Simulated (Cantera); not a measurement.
# Transport properties of process gases

Gas mixture: N₂O : NO = 0.11 : 0.35 (molar parts), at 0.0263 atm, frozen composition.

Cantera's kinetic-theory transport with the Lennard-Jones parameters of GRI-Mech 3.0, ideal gas; thermal conductivity in the multicomponent form. The composition is frozen, though it would react at the higher temperatures.

```tsv
T (K)	ρ (kg/m³)	cp (J/kg/K)	μ (µPa s)	λ (mW/m/K)	Pr	D (cm²/s) NO	D (cm²/s) OH	D (cm²/s) NH₃
400	0.0267	989.6	22.1	30.5	0.714	9.82	18.5	13.3
650	0.0165	1077	31.4	47.2	0.718	23.0	42.4	32.5
900	0.0119	1149	39.3	62.8	0.719	40.0	73.2	57.9
1150	0.00930	1195	46.3	76.9	0.719	60.5	110	88.5
1400	0.00764	1227	52.7	90.0	0.719	84.1	153	124
1650	0.00648	1252	58.7	102	0.719	111	201	164
1900	0.00563	1271	64.4	114	0.718	140	254	207
2150	0.00497	1285	69.7	125	0.718	172	311	255
```
D: mixture-averaged diffusion coefficient of that species in the mixture.
